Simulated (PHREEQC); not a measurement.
Hard or scaling water

Consider water at 25 °C with 3.8 mmol/kgw MgCl2, 20 mmol/kgw CO2 and 0.004 mmol/kgw H4SiO4. Closed to the air; pH follows from the charge balance.

All values are PHREEQC results (ion-association model, phreeqc.dat), not measurements.

| Quantity | Value |
|---|---|
| pH | 4.02 |
| ionic strength | 0.0115 mol/kgw |
| specific conductance | 921 µS/cm |

```json
[
 {"species": "CO2", "molality": "0.0199", "activity": "0.0199", "log γ": "0.001"},
 {"species": "Cl-", "molality": "0.00760", "activity": "0.00680", "log γ": "-0.048"},
 {"species": "Mg+2", "molality": "0.00380", "activity": "0.00250", "log γ": "-0.181"},
 {"species": "H+", "molality": "0.000106", "activity": "9.60e-5", "log γ": "-0.042"},
 {"species": "HCO3-", "molality": "0.000103", "activity": "9.23e-5", "log γ": "-0.046"},
 {"species": "(CO2)2", "molality": "7.27e-6", "activity": "7.29e-6", "log γ": "0.001"},
 {"species": "H4SiO4", "molality": "4.00e-6", "activity": "4.01e-6", "log γ": "0.001"},
 {"species": "MgHCO3+", "molality": "3.02e-6", "activity": "2.70e-6", "log γ": "-0.048"}
]
```

This is a speciation only: nothing precipitates in the calculation.
